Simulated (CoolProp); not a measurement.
Nitrogen along the isotherm 153.3 K: Z from the reference equation and from simpler models built on Tc = 126.2 K, pc = 3.396 MPa, ω = 0.037; each cubic takes its own stable root.

Model: reference Helmholtz-energy equation of state, Span 2000, in CoolProp.

```tsv
p (MPa)	phase	reference
0.463	gas	0.9748
0.926	gas	0.9491
1.39	gas	0.9227
1.85	gas	0.8959
2.32	gas	0.8678
2.78	gas	0.8396
3.24	gas	0.8109
3.7	supercritical	0.7816
4.17	supercritical	0.7512
4.63	supercritical	0.7213
5.09	supercritical	0.6916
```

How far does each simpler model (van der Waals, Redlich-Kwong, Soave-Redlich-Kwong, Peng-Robinson) lie from the reference over these 11 states: mean and median of the absolute difference, and the worst?


- van der Waals: mean 1.7 %, median 1.0 %, worst -5.6 % at 153.3 K and 5.09 MPa
- Redlich-Kwong: mean 0.5 %, median 0.6 %, worst -0.7 % at 153.3 K and 3.7 MPa
- Soave-Redlich-Kwong: mean 0.3 %, median 0.1 %, worst +1.2 % at 153.3 K and 5.09 MPa
- Peng-Robinson: mean 2.5 %, median 2.8 %, worst -3.8 % at 153.3 K and 4.63 MPa
